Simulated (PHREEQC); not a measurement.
1.7 g of hydrous ferric oxide (600 m²/g; 0.2 weak and 0.005 strong sites per Fe, Dzombak-Morel constants, diffuse double layer) in 1 kg of water with 0.005 mol/kgw of an inert sodium salt and 1.7e-05 mol NaF, at 25 °C; the pH is set by adding NaOH or the inert anion's acid. Oxygen is held at 0.21 atm. The system is closed to CO2. Precipitation was switched off in this run.

Computed with PHREEQC (ion-association model, wateq4f.dat).

Task: Predict F sorbed (%), surface charge σ (C/m²), surface potential ψ (mV) at pH = 4, 5, 6.5, 8.

Result: 
```
pH   F sorbed (%)  surface charge σ (C/m²)  surface potential ψ (mV)
---  ------------  -----------------------  ------------------------
4            99.4                    0.190                       191
5            98.2                    0.093                       157
6.5          78.8                    0.023                        88
8            13.1                    0.001                         6
```

The oxide is taken as insoluble; below pH 4 it would dissolve.
